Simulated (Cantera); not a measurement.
Input: 1 mol Pb, 0.12 mol H₂O, 26 mol N₂, 0.00048 mol CO₂, equilibrated at 240 Pa.

Cantera equilibrium calculation (NASA polynomials, part measured and part estimated; ideal gas, pure solids and liquids). Candidate condensed phases: C, C₆H₆, C₇H₈, C₈H₁₈, H₂O, Pb, PbO, PbO₂, Pb₃O₄; 139 gas species. Kinetics and transport are ignored.

x: gas mole fraction; n: condensed amount in mol.

```
T (K)   x N₂      x Pb    x H₂O  x H₂       x H  n Pb(l)
-----  -----  --------  -------  ----  --------  -------
750    0.995   3.95e-6  0.00459   [?]    <1e-12    1.000
900    0.995  0.000570  0.00459   [?]  2.61e-12    0.985
1050   0.976    0.0194  0.00448   [?]  7.76e-10    0.483
1200   0.959    0.0368  0.00435   [?]   3.41e-8        0
1350   0.959    0.0367  0.00428   [?]   5.78e-7        0
1500   0.959    0.0366  0.00418   [?]   5.58e-6        0
1650   0.959    0.0365  0.00402   [?]   3.61e-5        0
1800   0.958    0.0364  0.00371   [?]  0.000177        0
1950   0.958    0.0364  0.00305   [?]  0.000705        0
```

### Question
Complete the blanks.

### Answer

- 750, x H₂: 2.23e-7
- 900, x H₂: 1.19e-6
- 1050, x H₂: 2.20e-5
- 1200, x H₂: 7.17e-5
- 1350, x H₂: 0.000141
- 1500, x H₂: 0.000242
- 1650, x H₂: 0.000379
- 1800, x H₂: 0.000586
- 1950, x H₂: 0.000907
